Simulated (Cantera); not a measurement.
Charge: 1 mol Al, 3.7 mol NH3, 40 mol H2, 46 mol N2O, at 0.630 Torr.

These are equilibrium values from Cantera (NASA tables, ideal gas, pure condensed phases), not measurements of a reactor. Candidate condensed phases: Al, AlN, Al2O3, H2O; 35 gas species. Kinetics and transport are ignored.

x: gas mole fraction; n: condensed amount in mol.

```json
[
 {"T (K)": "1275", "x N2": "0.512", "x H2O": "0.476", "x H2": "0.0112", "x OH": "1.33e-6", "x O2": "6.52e-9", "x H": "2.70e-6", "x O": "3.11e-10", "n Al2O3(s)": "0.500"},
 {"T (K)": "1350", "x N2": "0.512", "x H2O": "0.476", "x H2": "0.0112", "x OH": "…", "x O2": "…", "x H": "…", "x O": "…", "n Al2O3(s)": "0.500"},
 {"T (K)": "1425", "x N2": "0.512", "x H2O": "0.476", "x H2": "0.0112", "x OH": "2.31e-5", "x O2": "9.27e-7", "x H": "2.50e-5", "x O": "4.61e-8", "n Al2O3(s)": "0.500"},
 {"T (K)": "1500", "x N2": "0.512", "x H2O": "0.476", "x H2": "0.0113", "x OH": "7.78e-5", "x O2": "7.61e-6", "x H": "6.45e-5", "x O": "3.86e-7", "n Al2O3(s)": "0.500"},
 {"T (K)": "1575", "x N2": "0.512", "x H2O": "0.476", "x H2": "0.0114", "x OH": "0.000232", "x O2": "5.02e-5", "x H": "0.000153", "x O": "2.62e-6", "n Al2O3(s)": "0.500"},
 {"T (K)": "1650", "x N2": "0.512", "x H2O": "0.475", "x H2": "0.0120", "x OH": "0.000615", "x O2": "0.000258", "x H": "0.000343", "x O": "1.44e-5", "n Al2O3(s)": "0.500"},
 {"T (K)": "1725", "x N2": "0.511", "x H2O": "0.472", "x H2": "0.0137", "x OH": "0.00142", "x O2": "0.000954", "x H": "0.000750", "x O": "6.19e-5", "n Al2O3(s)": "0.500"},
 {"T (K)": "1800", "x N2": "0.510", "x H2O": "0.466", "x H2": "0.0174", "x OH": "0.00288", "x O2": "0.00249", "x H": "0.00163", "x O": "0.000209", "n Al2O3(s)": "0.500"},
 {"T (K)": "1875", "x N2": "0.507", "x H2O": "0.455", "x H2": "…", "x OH": "…", "x O2": "…", "x H": "…", "x O": "…", "n Al2O3(s)": "0.500"},
 {"T (K)": "1950", "x N2": "0.502", "x H2O": "0.439", "x H2": "0.0318", "x OH": "0.00884", "x O2": "0.00868", "x H": "0.00706", "x O": "0.00145", "n Al2O3(s)": "0.500"}
]
```

Problem. What belongs in the gaps?

Solution. 
- 1875, x H2: 0.0233
- 1875, x OH: 0.00525
- 1875, x O2: 0.00503
- 1875, x H: 0.00345
- 1875, x O: 0.000589
- 1350, x OH: 6.00e-6
- 1350, x O2: 8.91e-8
- 1350, x H: 8.72e-6
- 1350, x O: 4.35e-9
